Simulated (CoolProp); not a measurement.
R227EA along the isobar 2.57 MPa: density (kg/m³) from the reference equation and from simpler models built on Tc = 101.8 °C, pc = 2.925 MPa, ω = 0.358; each cubic takes its own stable root.

The numbers come from the reference Helmholtz-energy equation of state, Lemmon 2016 in CoolProp.

```
T (°C)   phase  reference  van der Waals  Soave-Redlich-Kwong
------  ------  ---------  -------------  -------------------
20.65   liquid       1421          870.1                 1298
39.45   liquid       1343          822.7                 1211
58.35   liquid       1251          764.6                 1104
77.15   liquid       1131          684.3                961.8
114.95     gas      205.2          201.1                202.8
133.75     gas      174.8          177.0                173.2
152.65     gas      156.0          160.2                154.5
171.45     gas      142.6          147.4                141.0
190.35     gas      132.1          137.1                130.5
```
